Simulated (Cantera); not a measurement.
# Reactions in the system N-O-Zr

Standard-state values (1 bar) from the NASA 1993 polynomials, evaluated with Cantera. Values are per mole of reaction as written; species without (g) are pure solids or liquids, kept so even where they would boil at 1 bar. ZrN: taken at fixed stoichiometry.

2 N(g) + ZrO2(g) = NO2(g) + ZrN

```csv
T (K),ΔH° (kJ),ΔS° (J/K),ΔG° (kJ),log10 K
398,-991.0,-303.6,-870.2,114.20
548,-991.6,-304.8,-824.5,78.59
698,-991.4,-304.6,-778.8,58.28
848,-990.8,-303.8,-733.2,45.16
998,-989.9,-302.8,-687.7,35.99
1148,-988.5,-301.5,-642.4,29.23
1298,-986.9,-300.2,-597.2,24.03
1448,-985.0,-298.8,-552.3,19.92
1598,-982.9,-297.4,-507.6,16.59
1748,-980.5,-296.0,-463.1,13.84
```
